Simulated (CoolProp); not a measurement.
The fluoroketone C6F12O (FK-5-1-12) along the isotherm 222.7 K: density (kg/m³) from the reference equation and from simpler models built on Tc = 441.8 K, pc = 1.869 MPa, ω = 0.471; each cubic takes its own stable root.

Model: reference Helmholtz-energy equation of state, McLinden 2015, in CoolProp.

```tsv
p (MPa)	phase	reference
0.584	liquid	1815
1.17	liquid	1816
1.75	liquid	1818
2.34	liquid	1819
2.92	liquid	1820
3.5	liquid	1821
4.09	liquid	1823
4.67	liquid	1824
```

How far does each simpler model (van der Waals, Redlich-Kwong, Soave-Redlich-Kwong, Peng-Robinson) lie from the reference over these 8 states: mean and median of the absolute difference, and the worst?


- van der Waals: mean 41.1 %, median 41.1 %, worst -41.8 % at 222.7 K and 0.584 MPa
- Redlich-Kwong: mean 13.4 %, median 13.4 %, worst -13.8 % at 222.7 K and 0.584 MPa
- Soave-Redlich-Kwong: mean 9.9 %, median 9.9 %, worst -10.0 % at 222.7 K and 0.584 MPa
- Peng-Robinson: mean 1.1 %, median 1.1 %, worst +1.2 % at 222.7 K and 4.67 MPa
